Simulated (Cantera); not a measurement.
Charge: 1 mol Si3N4, a varied amount of HF, 32 mol N2, held at 1223 K and 1.00 Torr.

Cantera equilibrium calculation (NASA polynomials, part measured and part estimated; ideal gas, pure solids and liquids). Candidate condensed phases: Si, Si3N4; 37 gas species. The tables' values for SiF3, SiF2 are old estimates; treat these amounts as uncertain. Kinetics and transport are ignored.

log p: log10 of the partial pressure in bar; n: condensed amount in mol.

```json
[
 {"n(HF) (mol)": "3.5", "log p N2": "-2.91", "log p HF": "-5.93", "log p H2": "-4.18", "log p SiF4": "-4.49", "log p SiF3": "-6.12", "n Si3N4(s)": "[?]"},
 {"n(HF) (mol)": "4.4", "log p N2": "-2.92", "log p HF": "-5.87", "log p H2": "-4.09", "log p SiF4": "-4.40", "log p SiF3": "-6.05", "n Si3N4(s)": "[?]"},
 {"n(HF) (mol)": "5.4", "log p N2": "-2.93", "log p HF": "-5.81", "log p H2": "-4.02", "log p SiF4": "-4.32", "log p SiF3": "-5.99", "n Si3N4(s)": "[?]"},
 {"n(HF) (mol)": "6.7", "log p N2": "-2.94", "log p HF": "-5.75", "log p H2": "-3.94", "log p SiF4": "-4.24", "log p SiF3": "-5.92", "n Si3N4(s)": "[?]"},
 {"n(HF) (mol)": "8.3", "log p N2": "-2.95", "log p HF": "-5.70", "log p H2": "-3.86", "log p SiF4": "-4.17", "log p SiF3": "-5.86", "n Si3N4(s)": "[?]"},
 {"n(HF) (mol)": "10", "log p N2": "-2.96", "log p HF": "-5.65", "log p H2": "-3.79", "log p SiF4": "-4.10", "log p SiF3": "-5.81", "n Si3N4(s)": "[?]"},
 {"n(HF) (mol)": "13", "log p N2": "-2.99", "log p HF": "-4.52", "log p H2": "-3.74", "log p SiF4": "-4.04", "log p SiF3": "-6.86", "n Si3N4(s)": "0"},
 {"n(HF) (mol)": "16", "log p N2": "-3.02", "log p HF": "-3.94", "log p H2": "-3.77", "log p SiF4": "-4.07", "log p SiF3": "-7.48", "n Si3N4(s)": "0"},
 {"n(HF) (mol)": "20", "log p N2": "-3.05", "log p HF": "-3.68", "log p H2": "-3.80", "log p SiF4": "-4.11", "log p SiF3": "-7.79", "n Si3N4(s)": "0"},
 {"n(HF) (mol)": "24", "log p N2": "-3.08", "log p HF": "-3.54", "log p H2": "-3.84", "log p SiF4": "-4.14", "log p SiF3": "-7.99", "n Si3N4(s)": "0"},
 {"n(HF) (mol)": "30", "log p N2": "-3.13", "log p HF": "-3.41", "log p H2": "-3.88", "log p SiF4": "-4.18", "log p SiF3": "-8.19", "n Si3N4(s)": "0"},
 {"n(HF) (mol)": "37", "log p N2": "-3.18", "log p HF": "-3.31", "log p H2": "-3.93", "log p SiF4": "-4.23", "log p SiF3": "-8.35", "n Si3N4(s)": "0"},
 {"n(HF) (mol)": "46", "log p N2": "-3.23", "log p HF": "-3.23", "log p H2": "-3.98", "log p SiF4": "-4.28", "log p SiF3": "-8.51", "n Si3N4(s)": "0"}
]
```

Some entries are withheld; supply them.


- 3.5, n Si3N4(s): 0.709
- 4.4, n Si3N4(s): 0.634
- 5.4, n Si3N4(s): 0.551
- 6.7, n Si3N4(s): 0.443
- 8.3, n Si3N4(s): 0.309
- 10, n Si3N4(s): 0.168
